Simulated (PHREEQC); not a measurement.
Acid rinse or clean

Make-up at 25 °C: 0.23 mol/kgw H2SO4, 0.01 mol/kgw AlCl3 and 4e-05 mol/kgw ZnCl2. Closed to the air; pH follows from the charge balance.

Equilibrium calculation in PHREEQC: ion-association model, phreeqc.dat.

Precipitation was switched off in this run.

Problem. Estimate the pH, activity of water.

Solution. pH 0.68; activity of water 0.991.

Problem. In which forms is Zn present?

Solution. Zn+2 67 %, ZnSO4 26 %, Zn(SO4)2-2 5.4 %, ZnCl+ 1.4 % of the Zn.
